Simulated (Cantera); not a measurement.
## Hydrocarbon pyrolysis for carbon deposition

An isothermal, constant-pressure homogeneous reactor starts with C3H8 : H2 = 1 : 15 (molar parts), at 1400 K and 5500 Pa.

Cantera simulation using GRI-Mech 3.0 (53 species, 325 reactions); the numbers are that mechanism's predictions, not measurements. GRI-Mech 3.0 was tuned for natural gas; its chemistry of propane as a main component is partial and can be far from experiment. GRI-Mech 3.0 stops at C3 and has no aromatics, soot or wall deposition, so with more carbon than oxygen in the feed, carbon stays in small species such as C2H2 where larger ones or solid carbon would form.

| t (s) | x C3H8 | x H2 | x CH2 | x C2H4 | x C2H2 |
|---|---|---|---|---|---|
| 3.00e-5 | 0.0619 | 0.937 | 8.58e-9 | 0.000401 | 2.20e-8 |
| 0.000135 | 0.0553 | 0.931 | 3.43e-7 | 0.00611 | 9.73e-6 |
| 0.000605 | 0.0131 | 0.893 | 7.25e-7 | 0.0434 | 0.00148 |
| 0.00272 | 0.000111 | 0.883 | 3.61e-8 | 0.0476 | 0.00953 |
| 0.0122 | 5.46e-7 | 0.883 | 1.96e-9 | 0.0414 | 0.0156 |
| 0.0548 | 1.32e-8 | 0.884 | 4.54e-10 | 0.0332 | 0.0233 |
| 0.246 | 5.55e-9 | 0.886 | 3.52e-10 | 0.0163 | 0.0393 |
| 1.10 | 9.36e-10 | 0.887 | 2.96e-10 | 0.00269 | 0.0522 |
| 4.96 | 7.60e-10 | 0.888 | 2.91e-10 | 0.00217 | 0.0531 |
| 22.3 | 7.30e-10 | 0.890 | 2.82e-10 | 0.00223 | 0.0547 |
| 100 | 6.38e-10 | 0.897 | 2.53e-10 | 0.00242 | 0.0592 |
x: mole fraction; the columns are a selection and need not sum to one.

Equilibrium at this temperature and pressure: C3H8 5.43e-10, H2 0.902, CH2 2.22e-10, C2H4 0.00258, C2H2 0.0631 (gas phase only).
